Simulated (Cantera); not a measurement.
A Cantera script and its output.

```python
import numpy as np
import cantera as ct

gas = ct.Solution("gri30.yaml")


def delay(T, t_max=10):
    gas.TPX = T, 1000000, {'CH4': 1, 'O2': 2.3, 'N2': 8.97, 'H2O': 0.37}
    reactor = ct.IdealGasReactor(gas, clone=False)
    net = ct.ReactorNet([reactor])
    net.rtol, net.atol = 1e-8, 1e-16
    while net.time < t_max:
        t_old, T_old = net.time, reactor.T
        net.step()
        if reactor.T > T + 400:  # ignition: a rise of 400 K
            return t_old + (T + 400 - T_old) / (reactor.T - T_old) * (net.time - t_old)
    return np.nan


taus = []
for T in [1125, 1200, 1275, 1350, 1425, 1500, 1575]:
    taus.append(delay(T))
    print(f"T0 = {T:6g} K   tau = {taus[-1]:.4e} s")
```

Result:

```
T0 =   1125 K   tau = 1.1601e-02 s
T0 =   1200 K   tau = 4.4180e-03 s
T0 =   1275 K   tau = 1.8309e-03 s
T0 =   1350 K   tau = 8.0709e-04 s
T0 =   1425 K   tau = 3.7380e-04 s
T0 =   1500 K   tau = 1.8060e-04 s
T0 =   1575 K   tau = 9.0814e-05 s
```

Detailed kinetics in Cantera: GRI-Mech 3.0 (53 species, 325 reactions).
